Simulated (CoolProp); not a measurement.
Properties of R124 along the isobar 1.52 MPa.

Computed with CoolProp (reference Helmholtz-energy equation of state, de Vries 1995).

```tsv
T (°C)	phase	Z	speed of sound (m/s)	viscosity (µPa s)	fugacity coefficient
-17.65	liquid	0.06533	705.9	___	___
9.15	liquid	0.06253	___	309	0.1467
36.05	liquid	___	491.5	222	0.3206
62.85	liquid	0.06115	380.0	160	0.5883
89.65	gas	0.7598	122.4	16.4	___
116.45	gas	0.8267	136.3	17.3	0.8506
143.25	gas	___	___	18.3	0.8816
170.05	gas	0.8975	155.5	19.3	0.9048
196.85	gas	0.9186	163.1	20.3	___
```

### Question
Some entries are withheld; supply them.

### Answer

- -17.65, viscosity (µPa s): 437
- -17.65, fugacity coefficient: 0.05361
- 9.15, speed of sound (m/s): 598.4
- 36.05, Z: 0.06102
- 89.65, fugacity coefficient: 0.8076
- 143.25, Z: 0.8686
- 143.25, speed of sound (m/s): 146.8
- 196.85, fugacity coefficient: 0.9227

Viscosity comes from a separate model (Bell 2016), an estimate that may be off by 10 % or more.
